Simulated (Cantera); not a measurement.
An isothermal, constant-pressure homogeneous reactor starts with 0.491 % CO, 0.306 % O2, 6.58 % H2O, 92.6 % N2, equivalence ratio 0.80, at 1125 K and 1.00 atm.

Model: GRI-Mech 3.0 (53 species, 325 reactions), integrated in Cantera.

One state of this run: x CO = 7.17e-6; x O2 = 0.000615; x H2O = 0.0659; x CO2 = 0.00491; x NO2 = 1.73e-10; x O = 1.32e-7; x NO = 2.42e-8. x: mole fraction; the columns are a selection and need not sum to one.

Question: Which value of t (s) does it belong to?
A) 0.000125
B) 11.5
C) 0.0379
D) 0.158

Answer: D, 0.158
